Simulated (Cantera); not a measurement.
A closed system holds: 1 mol B, 0.072 mol H2O, held at 1275 °C and 165 Torr.

Method: chemical equilibrium by Gibbs-energy minimisation in Cantera with the NASA 1993 tables (ideal gas, pure condensed phases). Candidate condensed phases: B, B2O3, B3O3H3, H2O; 23 gas species. Mutual solubility and eutectic melting of coexisting phases are not modelled. The tables' values for BH2 are old estimates; treat these amounts as uncertain. The numbers say what is thermodynamically allowed, not how fast it happens.

Base state: H2 0.983, HBO 0.0125, B3O3H3 0.00312, B2O2 0.00105, HBO2 0.000349, B2O3 0.000256, H 6.52e-5, BO 2.02e-5 (mole fractions); condensed: B(s) + B2O3(l).

Problem. What changes in the equilibrium state with this change: H2O from 0.072 to 3.6 mol?

Solution. 
```
species         before     after
------------  --------  --------
H2O            2.00e-5     0.537
H2               0.983     0.405
HBO2          0.000349    0.0572
HBO             0.0125   3.14e-5
B3O3H3         0.00312     <1e-9
(HBO2)3          <1e-9  0.000759
B2O2           0.00105   1.60e-8
BH2            1.57e-5     <1e-9
BO             2.02e-5   7.91e-8
B(s), mol        0.951         0
B2O3(l), mol    0.0234     0.389
```
Gases not in the tables: H3BO3.

Problem. What changes in the equilibrium state with this change: temperature from 1275 °C to 775 °C?

Solution. 
```
species         before    after
------------  --------  -------
H2               0.983    0.997
B3O3H3         0.00312  0.00296
HBO             0.0125  6.15e-6
B2O2           0.00105  1.67e-9
B2O3          0.000256    <1e-9
BO             2.02e-5    <1e-9
HBO2          0.000349  3.31e-8
B(s), mol        0.951    0.952
B2O3(l), mol    0.0234   0.0238
```
